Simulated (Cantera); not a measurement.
Source: NASA polynomial tables (part measured, part estimated), evaluated in Cantera. Values are per mole of reaction as written; species without (g) are pure solids or liquids, kept so even where they would boil at 1 bar.

### Question
Between 300 and 1375 K, where is each reaction favourable under standard conditions?
- Cr2O3 + 5 NO(g) = Cr2N + 4 NO2(g)

### Answer
- Cr2O3 + 5 NO(g) = Cr2N + 4 NO2(g): ΔG° is 722 kJ at 300 K and 858 kJ at 1375 K; it stays positive (K < 1). ΔH° is 685 kJ and ΔS° -126 J/K at 1375 K.
